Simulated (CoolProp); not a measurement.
A single-stage vapour-compression cycle with the fluid: evaporating at 303.15 K (dew point), condensing at 354.15 K (bubble point), superheat 8 K, subcooling 8 K, compressor efficiency 0.65, no pressure losses. The same conditions are run with several fluids, on thermodynamics alone (safety and materials aside).

Model: reference Helmholtz-energy equation of state of each fluid (R227EA: Lemmon 2016; n-perfluorohexane: Gao 2022; cyclohexane: Zhou 2014; n-perfluoropentane: Gao 2022; isohexane: Lemmon 2006; R152A: Outcalt 1996), in CoolProp.

Question: Rank R227EA, n-perfluorohexane, cyclohexane, n-perfluoropentane, isohexane, R152A by cooling COP, highest first.

Answer: cyclohexane (3.45), isohexane (3.28), R152A (3.02), n-perfluorohexane (2.75), n-perfluoropentane (2.67), R227EA (2.56)

```
fluid               pressure ratio  discharge temperature (K)  refrigerating effect (kJ/kg)  volumetric capacity (kJ/m³)
------------------  --------------  -------------------------  ----------------------------  ---------------------------
R227EA                        3.59                      358.3                          60.9                         2450
n-perfluorohexane             5.84                      354.1                          51.6                          253
cyclohexane                   6.29                      374.1                           314                          168
n-perfluoropentane            4.70                      354.2                          49.6                          606
isohexane                     5.43                      357.5                           256                          301
R152A                         3.47                      387.2                           199                         4060
```

The compression ends wet for: n-perfluorohexane; n-perfluoropentane.
